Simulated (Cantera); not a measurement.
Feed: 1 mol Si(CH3)4, 0.22 mol C2H4, 1100 mol H2, held at 22.5 Torr.

Cantera equilibrium calculation (NASA polynomials, part measured and part estimated; ideal gas, pure solids and liquids). Candidate condensed phases: C, C6H6, C7H8, C8H18, Si, SiC; 87 gas species. Kinetics and transport are ignored. All values below are at 1423 K.

Base state: H2 1.000, CH4 0.000114, H 3.83e-5 (mole fractions); condensed: C(graphite) + SiC(s).

**Question.** What changes in the equilibrium state with this change: Si(CH3)4 replaced by SiHCl3?

**Answer.** 
| species | before | after |
|---|---|---|
| H2 | 1.000 | 0.997 |
| HCl | 0 | 0.00268 |
| H | 3.83e-5 | 3.83e-5 |
| CH4 | 0.000114 | 6.03e-7 |
| SiCl2 | 0 | 2.17e-5 |
| C(graphite), mol | 3.31 | 0 |
| SiC(s), mol | 1.000 | 0.439 |
| Si(s), mol | 0 | 0.536 |
Mutual solubility and eutectic melting of coexisting phases are not modelled.
